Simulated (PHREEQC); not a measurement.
Make-up at 25 °C: 0.46 mol ZnSO4, 0.086 mol ZnCl2 and 0.0055 mol HCl per kg of water. Closed to the air; pH follows from the charge balance.

The numbers come from PHREEQC with the ion-association model, phreeqc.dat.

- pH: 2.83
- ionic strength: 1.07 mol/kgw
- activity of water: 0.986
- density: 1.081 g/cm³
- total alkalinity: -5.50 meq/kg

| species | molality | activity | log γ |
|---|---|---|---|
| Zn+2 | 0.280 | 0.0462 | -0.782 |
| ZnSO4 | 0.165 | 0.211 | 0.107 |
| Cl- | 0.155 | 0.0940 | -0.218 |
| SO4-2 | 0.130 | 0.0195 | -0.825 |
| Zn(SO4)2-2 | 0.0806 | 0.0335 | -0.382 |
| ZnCl+ | 0.0196 | 0.0117 | -0.224 |
| HSO4- | 0.00350 | 0.00281 | -0.095 |
| H+ | 0.00200 | 0.00148 | -0.130 |
| ZnCl2 | 0.000900 | 0.00115 | 0.107 |
| ZnCl3- | 0.000203 | 0.000121 | -0.224 |
| ZnCl4-2 | 3.47e-5 | 5.73e-6 | -0.782 |

Precipitation was switched off in this run. Ionic strength above about 0.7 mol/kgw puts this run outside the model's range. Complexes and solids missing from the database can't appear.
